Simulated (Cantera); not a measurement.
Cantera run, input and output.

```python
import numpy as np
import cantera as ct

gas = ct.Solution("h2o2.yaml")
gas.TPX = 1073, 1333, {'H2': 0.18, 'O2': 1}
reactor = ct.IdealGasConstPressureReactor(gas, energy="off", clone=False)
net = ct.ReactorNet([reactor])
net.rtol, net.atol = 1e-08, 1e-18
show = ['H2', 'O2', 'H2O2', 'H', 'HO2', 'OH']
times = np.geomspace(0.0001, 30, 15)

steps = ct.SolutionArray(gas, extra=["t"])
rows = []
print(f"{'t/s':>10s}{'T/K':>9s}{'P/Pa':>11s}" + "".join(f"{s:>11s}" for s in show))
for t in times:
    while net.time < t:
        t_next = net.step()
        steps.append(gas.state, t=t_next)
    rows.append([np.interp(t, steps.t, y) for y in (steps.T, steps.P, *steps(*show).X.T)])
    print(f"{t:10.3e}{rows[-1][0]:9.1f}{rows[-1][1]:11.4g}" + "".join(f"{x:11.3e}" for x in rows[-1][2:]))
rate = np.gradient(steps.T, steps.t)
print("integrator steps:", len(steps.t))
if steps.T.max() > steps.T[0] + 200:
    print(f"time of steepest temperature rise: {steps.t[rate.argmax()]:.4e} s")
gas.TPX = 1073, 1333, {'H2': 0.18, 'O2': 1}
gas.equilibrate("TP")
print(f"equilibrium (TP): T = {gas.T:.1f} K  " + "  ".join(f"{s} {gas[s].X[0]:.3e}" for s in show))
```

Output:

```
       t/s      T/K       P/Pa         H2         O2       H2O2          H        HO2         OH
 1.000e-04   1073.0       1333  1.525e-01  8.475e-01  1.456e-13  7.650e-10  8.081e-10  1.923e-10
 2.462e-04   1073.0       1333  1.525e-01  8.475e-01  8.856e-13  3.149e-09  2.004e-09  1.020e-09
 6.060e-04   1073.0       1333  1.525e-01  8.475e-01  5.550e-12  5.266e-08  5.401e-09  1.836e-08
 1.492e-03   1073.0       1333  1.524e-01  8.474e-01  2.398e-10  4.162e-05  4.241e-07  1.457e-05
 3.672e-03   1073.0       1333  8.710e-03  7.722e-01  2.792e-07  5.093e-02  1.039e-05  6.046e-03
 9.039e-03   1073.0       1333  3.706e-03  7.986e-01  2.769e-07  2.129e-02  1.095e-05  4.153e-03
 2.225e-02   1073.0       1333  1.124e-03  8.250e-01  3.384e-07  3.185e-03  9.367e-06  2.215e-03
 5.477e-02   1073.0       1333  1.752e-04  8.332e-01  2.802e-07  1.853e-04  4.752e-06  8.432e-04
 1.348e-01   1073.0       1333  2.471e-05  8.345e-01  1.527e-07  1.024e-05  1.441e-06  3.211e-04
 3.319e-01   1073.0       1333  4.372e-06  8.348e-01  6.942e-08  8.333e-07  3.724e-07  1.396e-04
 8.170e-01   1073.0       1333  1.008e-06  8.348e-01  3.055e-08  1.004e-07  1.048e-07  6.903e-05
 2.011e+00   1073.0       1333  2.839e-07  8.348e-01  1.339e-08  1.596e-08  3.332e-08  3.740e-05
 4.951e+00   1073.0       1333  9.126e-08  8.349e-01  5.813e-09  3.028e-09  1.181e-08  2.148e-05
 1.219e+01   1073.0       1333  3.193e-08  8.349e-01  2.490e-09  6.428e-10  4.802e-09  1.281e-05
 3.000e+01   1073.0       1333  1.182e-08  8.349e-01  1.056e-09  1.471e-10  2.591e-09  7.833e-06
integrator steps: 2074
equilibrium (TP): T = 1073.0 K  H2 1.048e-09  O2 8.349e-01  H2O2 1.173e-10  H 3.955e-12  HO2 3.399e-09  OH 2.329e-06
```

Model: the H2/O2 subset of GRI-Mech 3.0, which has no nitrogen chemistry, integrated in Cantera. Radical loss at walls, strong at low pressure, is not modelled. The temperature is held fixed by assumption; the heat of reaction is taken as removed at once.
